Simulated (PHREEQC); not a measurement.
Consider water at 25 °C with 0.18 mol/kgw Na2CO3. Closed to the air; pH follows from the charge balance.

Model: ion-association model, wateq4f.dat, run in PHREEQC.

This is a speciation only: nothing precipitates in the calculation.

Task: Order these C species by the share of C that they hold, largest first: HCO3-, NaHCO3, NaCO3-, CO3-2.

Result: NaCO3- (55 %), CO3-2 (43 %), HCO3- (1.6 %), NaHCO3 (0.11 %)

The pH is 11.32 and the ionic strength 0.339 mol/kgw. Complexes and solids missing from the database can't appear.
